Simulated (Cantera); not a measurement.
Feed: 1 mol HBr, 0.63 mol O₂, held at 948 K and 80.0 mbar.

Cantera equilibrium calculation (NASA polynomials, part measured and part estimated; ideal gas, pure solids and liquids). Equilibrium is a limit: real reactors are often held back by kinetics, nucleation or transport.

```csv
species,before,after
HBr,0.00809,0.731
H₂O,0.356,0.134
Br₂,0.353,0.132
O₂,0.276,<1e-9
Br,0.00631,0.00386
```
Gas species are given as mole fractions.

### Question
Name the change that produced these shifts.
A) temperature from 948 K to 2698 K
B) O₂ from 0.63 to 0.067 mol
C) O₂ from 0.63 to 0.021 mol
D) O₂ from 0.63 to 0.019 mol

### Answer
B, O₂ from 0.63 to 0.067 mol
